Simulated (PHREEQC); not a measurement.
A PHREEQC speciation (ion-association model, wateq4f.dat) at 25 °C gives pH 10.38 and these molalities:

```csv
species,mol/kgw
K+,0.242
SO4-2,0.101
KSO4-,0.0385
NH3,0.0115
NH4+,0.00115
HPO4-2,0.000939
NH4SO4-,0.000370
OH-,0.000360
KHPO4-,0.000102
PO4-3,5.88e-5
H2PO4-,2.17e-7
```

**Question.** What are the element totals, and what could have been dissolved in 1 kg of water to give them?

**Answer.** Several could match; the one computed here: totals K 0.281, N(-3) 0.0130, P 0.00110, S(6) 0.140 mol/kgw, from 13 mmol/kgw NH3, 140 mmol/kgw K2SO4 and 1.1 mmol/kgw KH2PO4.

No solid was allowed to form. Complexes and solids missing from the database can't appear. H3PO4, which wateq4f.dat lacks, is added to it with the constant of phreeqc.dat.
